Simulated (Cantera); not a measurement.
Reactions in the system Fe-H-O

Source: NASA polynomial tables (part measured, part estimated), evaluated in Cantera. Values are per mole of reaction as written; species without (g) are pure solids or liquids, kept so even where they would boil at 1 bar.

3 Fe(OH)₃ = O₃(g) + 3 Fe(OH)₂ + 3 H(g)

```json
[
 {"T (K)": "300", "ΔH° (kJ)": "1571.7", "ΔS° (J/K)": "533.4", "ΔG° (kJ)": "1411.6", "log10 K": "-245.78"},
 {"T (K)": "1025", "ΔH° (kJ)": "1590.5", "ΔS° (J/K)": "576.5", "ΔG° (kJ)": "999.5", "log10 K": "-50.94"},
 {"T (K)": "1050", "ΔH° (kJ)": "1590.2", "ΔS° (J/K)": "576.3", "ΔG° (kJ)": "985.1", "log10 K": "-49.01"},
 {"T (K)": "1075", "ΔH° (kJ)": "1590.0", "ΔS° (J/K)": "576.1", "ΔG° (kJ)": "970.7", "log10 K": "-47.17"},
 {"T (K)": "1100", "ΔH° (kJ)": "1589.7", "ΔS° (J/K)": "575.8", "ΔG° (kJ)": "956.3", "log10 K": "-45.41"},
 {"T (K)": "1125", "ΔH° (kJ)": "1589.3", "ΔS° (J/K)": "575.4", "ΔG° (kJ)": "941.9", "log10 K": "-43.73"}
]
```
